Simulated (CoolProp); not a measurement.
A single-stage vapour-compression cycle with the fluid: evaporating at 319.15 K (dew point), condensing at 388.15 K (bubble point), superheat 10 K, subcooling 2 K, compressor efficiency 0.9, no pressure losses. The same conditions are run with several fluids, on thermodynamics alone (safety and materials aside).

Values from CoolProp's reference Helmholtz-energy equation of state of each fluid (R245ca: Zhou 2016; propyne: Polt 1992; ethanol: Schroeder 2014; sulfur dioxide: Gao 2016; isobutane: Bücker 2006; isobutene: Lemmon 2005). The equations of Platzer and Polt are older, rougher fits.

| fluid | cooling COP | pressure ratio | discharge temperature (K) | refrigerating effect (kJ/kg) | volumetric capacity (kJ/m³) |
|---|---|---|---|---|---|
| R245ca | 2.67 | 6.11 | 388.2 | 102 | 1120 |
| propyne | 2.45 | 4.28 | ? | 237 | ? |
| ethanol | 3.47 | 15.1 | 453.7 | 714 | 294 |
| sulfur dioxide | 2.96 | 4.98 | ? | 237 | 4590 |
| isobutane | 2.07 | 4.20 | ? | 126 | 1910 |
| isobutene | ? | 4.39 | ? | ? | ? |

Task: Complete the blanks.

Result: 
- propyne, discharge temperature (K): 417.0
- propyne, volumetric capacity (kJ/m³): 4160
- sulfur dioxide, discharge temperature (K): 468.7
- isobutane, discharge temperature (K): 390.9
- isobutene, cooling COP: 2.42
- isobutene, discharge temperature (K): 393.9
- isobutene, refrigerating effect (kJ/kg): 165
- isobutene, volumetric capacity (kJ/m³): 2110

The compression ends wet for: R245ca.
